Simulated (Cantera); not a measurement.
Source: NASA polynomial tables (part measured, part estimated), evaluated in Cantera. Values are per mole of reaction as written; species without (g) are pure solids or liquids, kept so even where they would boil at 1 bar.

6 HF(g) + 2 BN = 3 H2(g) + N2(g) + 2 BF3(g)

```
T (K)  ΔH° (kJ)  ΔS° (J/K)  ΔG° (kJ)  log10 K
-----  --------  ---------  --------  -------
300           …          …         …        …
1548     -128.7       28.0    -172.0     5.80
1648     -128.7       28.0    -174.8     5.54
1748          …          …         …        …
1848          …          …         …        …
1948     -129.1       27.8    -183.1     4.91
2048          …          …         …        …
```

Problem. Fill in the missing entries.

Solution. 
- 300, ΔH° (kJ): -134.1
- 300, ΔS° (J/K): 20.1
- 300, ΔG° (kJ): -140.2
- 300, log10 K: 24.41
- 1748, ΔH° (kJ): -128.8
- 1748, ΔS° (J/K): 27.9
- 1748, ΔG° (kJ): -177.6
- 1748, log10 K: 5.31
- 1848, ΔH° (kJ): -128.9
- 1848, ΔS° (J/K): 27.8
- 1848, ΔG° (kJ): -180.4
- 1848, log10 K: 5.10
- 2048, ΔH° (kJ): -129.3
- 2048, ΔS° (J/K): 27.7
- 2048, ΔG° (kJ): -185.9
- 2048, log10 K: 4.74
